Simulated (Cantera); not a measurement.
Feed: 1 mol Ta2O5, 4 mol C, 5.1 mol H2, at 91.0 Pa.

Cantera equilibrium calculation (NASA polynomials, part measured and part estimated; ideal gas, pure solids and liquids). Candidate condensed phases: C, C6H6, C7H8, C8H18, H2O, Ta, TaC, Ta2O5; 113 gas species. Mutual solubility and eutectic melting of coexisting phases are not modelled. Condensed phases not in the tables: Ta2C, N, O or C dissolved in the metal. Equilibrium is a limit: real reactors are often held back by kinetics, nucleation or transport.

log p: log10 of the partial pressure in bar; n: condensed amount in mol.

```json
[
 {"T (K)": "2025", "log p H2": "-3.32", "log p CO": "-3.41", "log p H": "-4.38", "log p TaO2": "-5.79", "log p TaO": "-6.51", "n Ta(s)": "1.60", "n Ta2O5(s)": "0.190", "n Ta2O5(l)": "0"},
 {"T (K)": "2075", "log p H2": "-3.34", "log p CO": "-3.41", "log p H": "[?]", "log p TaO2": "[?]", "log p TaO": "[?]", "n Ta(s)": "1.59", "n Ta2O5(s)": "0", "n Ta2O5(l)": "[?]"},
 {"T (K)": "2125", "log p H2": "-3.35", "log p CO": "-3.42", "log p H": "-4.12", "log p TaO2": "-5.13", "log p TaO": "-5.83", "n Ta(s)": "1.58", "n Ta2O5(s)": "0", "n Ta2O5(l)": "0.162"},
 {"T (K)": "2175", "log p H2": "-3.38", "log p CO": "-3.43", "log p H": "[?]", "log p TaO2": "[?]", "log p TaO": "[?]", "n Ta(s)": "1.56", "n Ta2O5(s)": "0", "n Ta2O5(l)": "[?]"},
 {"T (K)": "2225", "log p H2": "-3.41", "log p CO": "-3.45", "log p H": "-3.89", "log p TaO2": "-4.55", "log p TaO": "-5.23", "n Ta(s)": "1.51", "n Ta2O5(s)": "0", "n Ta2O5(l)": "0.0570"},
 {"T (K)": "2275", "log p H2": "-3.45", "log p CO": "-3.46", "log p H": "-3.79", "log p TaO2": "-4.43", "log p TaO": "-5.02", "n Ta(s)": "1.45", "n Ta2O5(s)": "0", "n Ta2O5(l)": "0"},
 {"T (K)": "2325", "log p H2": "-3.49", "log p CO": "-3.47", "log p H": "-3.70", "log p TaO2": "-4.46", "log p TaO": "-4.89", "n Ta(s)": "1.43", "n Ta2O5(s)": "0", "n Ta2O5(l)": "0"},
 {"T (K)": "2375", "log p H2": "-3.53", "log p CO": "-3.49", "log p H": "-3.62", "log p TaO2": "-4.50", "log p TaO": "-4.78", "n Ta(s)": "1.40", "n Ta2O5(s)": "0", "n Ta2O5(l)": "0"},
 {"T (K)": "2425", "log p H2": "-3.59", "log p CO": "-3.50", "log p H": "-3.54", "log p TaO2": "-4.55", "log p TaO": "-4.67", "n Ta(s)": "1.37", "n Ta2O5(s)": "0", "n Ta2O5(l)": "0"},
 {"T (K)": "2475", "log p H2": "-3.66", "log p CO": "-3.52", "log p H": "-3.48", "log p TaO2": "-4.61", "log p TaO": "-4.58", "n Ta(s)": "1.33", "n Ta2O5(s)": "0", "n Ta2O5(l)": "0"},
 {"T (K)": "2525", "log p H2": "-3.74", "log p CO": "-3.53", "log p H": "-3.42", "log p TaO2": "-4.69", "log p TaO": "-4.50", "n Ta(s)": "1.29", "n Ta2O5(s)": "0", "n Ta2O5(l)": "0"}
]
```

Question: Some entries are withheld; supply them.

Answer: 
- 2075, log p H: -4.24
- 2075, log p TaO2: -5.44
- 2075, log p TaO: -6.16
- 2075, n Ta2O5(l): 0.181
- 2175, log p H: -4.00
- 2175, log p TaO2: -4.83
- 2175, log p TaO: -5.52
- 2175, n Ta2O5(l): 0.127
